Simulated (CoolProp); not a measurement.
Ethanol along the isobar 8.96 MPa: fugacity coefficient from the reference equation and from simpler models built on Tc = 241.6 °C, pc = 6.268 MPa, ω = 0.644; each cubic takes its own stable root.

Model: reference Helmholtz-energy equation of state, Schroeder 2014, in CoolProp.

| T (°C) | phase | reference |
|---|---|---|
| 215.95 | liquid | 0.3736 |
| 225.25 | liquid | 0.4233 |
| 234.65 | liquid | 0.4755 |
| 243.95 | supercritical | 0.5281 |
| 253.35 | supercritical | 0.5805 |
| 262.65 | supercritical | 0.6285 |
| 272.05 | supercritical | 0.6683 |
| 281.35 | supercritical | 0.6997 |
| 290.75 | supercritical | 0.7262 |
| 300.05 | supercritical | 0.7489 |
| 309.45 | supercritical | 0.7691 |
| 318.75 | supercritical | 0.7870 |
| 328.15 | supercritical | 0.8031 |
| 337.45 | supercritical | 0.8176 |
| 346.85 | supercritical | 0.8308 |

Q: How far does each simpler model (Soave-Redlich-Kwong, Peng-Robinson) lie from the reference over these 15 states: mean and median of the absolute difference, and the worst?

A: 
- Soave-Redlich-Kwong: mean 2.5 %, median 2.8 %, worst -3.8 % at 281.35 °C and 8.96 MPa
- Peng-Robinson: mean 6.2 %, median 6.7 %, worst -7.9 % at 281.35 °C and 8.96 MPa
